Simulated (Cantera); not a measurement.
Standard-state values (1 bar) from the NASA 1993 polynomials, evaluated with Cantera. Values are per mole of reaction as written; species without (g) are pure solids or liquids, kept so even where they would boil at 1 bar.

V2O3 + OH(g) → 2 VO2(g) + H(g)

```tsv
T (K)	ΔH° (kJ)	ΔS° (J/K)	ΔG° (kJ)	log10 K
300	932.1	363.2	823.2	-143.32
898	___	___	___	___
998	___	___	___	___
1098	905.9	321.6	552.7	-26.30
1198	901.8	318.1	520.8	-22.71
1298	897.5	314.6	489.1	-19.68
1398	___	___	___	___
1498	887.9	307.8	426.9	-14.89
1598	___	___	___	___
1698	877.0	300.9	366.0	-11.26
```

**Question.** What belongs in the gaps?

**Answer.** 
- 898, ΔH° (kJ): 913.2
- 898, ΔS° (J/K): 328.9
- 898, ΔG° (kJ): 617.8
- 898, log10 K: -35.94
- 998, ΔH° (kJ): 909.7
- 998, ΔS° (J/K): 325.2
- 998, ΔG° (kJ): 585.1
- 998, log10 K: -30.62
- 1398, ΔH° (kJ): 892.9
- 1398, ΔS° (J/K): 311.2
- 1398, ΔG° (kJ): 457.8
- 1398, log10 K: -17.11
- 1598, ΔH° (kJ): 882.6
- 1598, ΔS° (J/K): 304.3
- 1598, ΔG° (kJ): 396.3
- 1598, log10 K: -12.95
